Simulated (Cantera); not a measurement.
A Cantera script and what it prints.

```python
import numpy as np
import cantera as ct

gas_names = [...]  # 116 gases of nasa_gas.yaml made of C, H, Mg, O
cond_names = """
    C(gr) C6H6(L) C7H8(L) C8H18(L),n-octa H2O(s) H2O(L) Mg(cr) Mg(L) MgCO3(s) MgO(s) MgO(L) MgO2H2(s)
""".split()


# ... load() reads the species with a 1 bar reference pressure and builds the phases ...
atoms = {
    'Mg(OH)2': {'Mg': 1, 'O': 2, 'H': 2},
    'C': {'C': 1},
    'O2': {'O': 2},
}
top_T = {'C(gr)': 4500}  # K; cautious upper limits of use, not melting points


# ... equilibrate(T, P, feed) seeds the gas with the atoms and calls Mixture.equilibrate('TP', solver="vcs", rtol=1e-11, max_steps=5000) ...
results = []
feed = {'Mg(OH)2': 1, 'C': 0.89, 'O2': 13}  # mol
T = 1550  # K
P = 44  # Pa
mix = equilibrate(T, P, feed)
results.append((T, P, feed, dict(zip(mix.species_names, mix.species_moles))))
print(gas.report(threshold=0.0001))
for i in range(1, mix.n_phases):
    print(f"{mix.phase(i).name:16s} {mix.phase_moles(i):12.5e} mol")
```

It prints:

```
       temperature   1550 K
          pressure   44 Pa
           density   0.0001084 kg/m^3
  mean mol. weight   31.749 kg/kmol
   phase of matter   gas

                          1 kg             1 kmol
                     ---------------   ---------------
          enthalpy             74482        2.3647e+06  J
   internal energy       -3.3144e+05       -1.0523e+07  J
           entropy             10373        3.2932e+05  J/K
    Gibbs function       -1.6003e+07       -5.0808e+08  J
 heat capacity c_p            1222.9             38825  J/K
 heat capacity c_v            961.01             30511  J/K

                      mass frac. Y      mole frac. X     chem. pot. / RT
                     ---------------   ---------------   ---------------
               CO2          0.088036           0.06351           -71.376
               H2O          0.040223          0.070887            -55.55
                 O         0.0001748        0.00034687           -17.883
                OH        0.00052877         0.0009871           -36.716
                O2           0.87101           0.86422           -35.765
     [ +111 minor]        3.0203e-05        5.1627e-05

C(gr)             0.00000e+00 mol
Mg(L)             0.00000e+00 mol
MgO(s)            1.00000e+00 mol
```

These are equilibrium values from Cantera (NASA tables, ideal gas, pure condensed phases), not measurements of a reactor.
